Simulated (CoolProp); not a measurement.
Dimethyl carbonate along the isobar 5.08 MPa: fugacity coefficient from the reference equation and from simpler models built on Tc = 557.0 K, pc = 4.909 MPa, ω = 0.346; each cubic takes its own stable root.

Model: reference Helmholtz-energy equation of state, Zhou 2011, in CoolProp.

| T (K) | phase | reference | van der Waals | Soave-Redlich-Kwong |
|---|---|---|---|---|
| 326.8 | liquid | 0.006209 | 0.08816 | 0.006088 |
| 339 | liquid | 0.009945 | 0.1066 | 0.009831 |
| 351.3 | liquid | 0.01534 | 0.1273 | 0.01528 |
| 363.6 | liquid | 0.02280 | 0.1500 | 0.02289 |
| 375.8 | liquid | 0.03270 | 0.1745 | 0.03305 |
| 388.1 | liquid | 0.04566 | 0.2011 | 0.04643 |
| 400.4 | liquid | 0.06206 | 0.2296 | 0.06346 |
| 412.7 | liquid | 0.08233 | 0.2599 | 0.08461 |
| 424.9 | liquid | 0.1066 | 0.2914 | 0.1100 |
| 437.2 | liquid | 0.1357 | 0.3247 | 0.1405 |
| 449.5 | liquid | 0.1694 | 0.3592 | 0.1759 |
| 461.7 | liquid | 0.2078 | 0.3945 | 0.2160 |
| 474 | liquid | 0.2513 | 0.4310 | 0.2615 |
| 486.3 | liquid | 0.2996 | 0.4682 | 0.3116 |
| 498.6 | liquid | 0.3524 | 0.5059 | 0.3660 |
